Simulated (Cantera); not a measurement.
Input (Python, Cantera):

```python
import numpy as np
import cantera as ct

gas = ct.Solution("gri30.yaml")
gas.TPX = 1773, 2100000, {'CH4': 1, 'O2': 2.41, 'N2': 9.06}
reactor = ct.IdealGasReactor(gas, energy="on", clone=False)
net = ct.ReactorNet([reactor])
net.rtol, net.atol = 1e-08, 1e-16
show = ['CH4', 'O2', 'NO', 'H2O2', 'H', 'HO2', 'HCO']
times = np.geomspace(4e-06, 7, 13)

steps = ct.SolutionArray(gas, extra=["t"])
rows = []
print(f"{'t/s':>10s}{'T/K':>9s}{'P/Pa':>11s}" + "".join(f"{s:>11s}" for s in show))
for t in times:
    while net.time < t:
        t_next = net.step()
        steps.append(gas.state, t=t_next)
    rows.append([np.interp(t, steps.t, y) for y in (steps.T, steps.P, *steps(*show).X.T)])
    print(f"{t:10.3e}{rows[-1][0]:9.1f}{rows[-1][1]:11.4g}" + "".join(f"{x:11.3e}" for x in rows[-1][2:]))
rate = np.gradient(steps.T, steps.t)
print("integrator steps:", len(steps.t))
if steps.T.max() > steps.T[0] + 200:
    print(f"time of steepest temperature rise: {steps.t[rate.argmax()]:.4e} s")
gas.TPX = 1773, 2100000, {'CH4': 1, 'O2': 2.41, 'N2': 9.06}
gas.equilibrate("UV")
print(f"equilibrium (UV): T = {gas.T:.1f} K  " + "  ".join(f"{s} {gas[s].X[0]:.3e}" for s in show))
```

Output:

```
       t/s      T/K       P/Pa        CH4         O2         NO       H2O2          H        HO2        HCO
 4.000e-06   1777.9  2.106e+06  7.813e-02  1.921e-01  6.565e-11  2.299e-06  3.422e-06  6.297e-05  2.522e-07
 1.325e-05   3208.6  3.923e+06  8.031e-14  3.937e-02  4.525e-03  3.804e-06  4.452e-03  4.938e-05  2.994e-07
 4.391e-05   3182.9  3.888e+06  8.862e-14  3.286e-02  2.002e-02  3.370e-06  4.217e-03  4.143e-05  2.901e-07
 1.455e-04   3180.1  3.884e+06  8.964e-14  3.219e-02  2.163e-02  3.324e-06  4.192e-03  4.062e-05  2.892e-07
 4.820e-04   3180.1  3.884e+06  8.964e-14  3.219e-02  2.163e-02  3.324e-06  4.192e-03  4.062e-05  2.892e-07
 1.597e-03   3180.1  3.884e+06  8.964e-14  3.219e-02  2.163e-02  3.324e-06  4.192e-03  4.062e-05  2.892e-07
 5.292e-03   3180.1  3.884e+06  8.964e-14  3.219e-02  2.163e-02  3.324e-06  4.192e-03  4.062e-05  2.892e-07
 1.753e-02   3180.1  3.884e+06  8.964e-14  3.219e-02  2.163e-02  3.324e-06  4.192e-03  4.062e-05  2.892e-07
 5.809e-02   3180.1  3.884e+06  8.964e-14  3.219e-02  2.163e-02  3.324e-06  4.192e-03  4.062e-05  2.892e-07
 1.925e-01   3180.1  3.884e+06  8.964e-14  3.219e-02  2.163e-02  3.324e-06  4.192e-03  4.062e-05  2.892e-07
 6.377e-01   3180.1  3.884e+06  8.964e-14  3.219e-02  2.163e-02  3.324e-06  4.192e-03  4.062e-05  2.892e-07
 2.113e+00   3180.1  3.884e+06  8.964e-14  3.219e-02  2.163e-02  3.324e-06  4.192e-03  4.062e-05  2.892e-07
 7.000e+00   3180.1  3.884e+06  8.964e-14  3.219e-02  2.163e-02  3.324e-06  4.192e-03  4.062e-05  2.892e-07
integrator steps: 1767
time of steepest temperature rise: 9.8075e-06 s
equilibrium (UV): T = 3180.1 K  CH4 1.151e-13  O2 3.219e-02  NO 2.163e-02  H2O2 3.324e-06  H 4.192e-03  HO2 4.062e-05  HCO 2.892e-07
```

Model: GRI-Mech 3.0 (53 species, 325 reactions), integrated in Cantera. The pressure lies above the range GRI-Mech 3.0 was tuned for (to about 10 atm). Above 3000 K some thermodynamic fits are extrapolated.
